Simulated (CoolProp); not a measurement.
Vapour-liquid equilibrium of acetone (1) + methanol (2) at 0.000534 MPa; x and y are mole fractions of (1).

Computed with CoolProp (multi-fluid Helmholtz-energy mixture model, Lemmon 2006 and de Reuck 1993; pair parameters Bell 2016).

```
x      bubble temperature, mixture model (K)  bubble temperature, Raoult's law (K)  y, mixture model  y, Raoult's law
-----  -------------------------------------  ------------------------------------  ----------------  ---------------
0.05                                   240.9                                 243.4             0.297            0.143
0.125                                  237.6                                 241.7             0.505            0.316
0.2                                    235.5                                 240.1             0.608            0.452
0.275                                  234.2                                 238.6             0.669            0.560
0.35                                   233.3                                 237.3             0.712            0.648
0.425                                  232.6                                 236.1             0.745            0.719
0.5                                    232.0                                 235.0             0.773            0.778
0.575                                  231.5                                 234.0             0.800            0.828
0.65                                   231.0                                 233.0             0.826            0.870
0.725                                  230.6                                 232.1             0.855            0.906
0.8                                    230.2                                 231.3             0.886            0.936
0.875                                  229.8                                 230.5             0.922            0.963
0.95                                   229.5                                 229.8             0.965            0.986
```

The largest gap from Raoult's law is -4.6 K in bubble temperature, at x = 0.2. No azeotrope shows between x = 0.05 and 0.95.

The pair parameters rest on a limited set of measurements; away from them the model extrapolates.
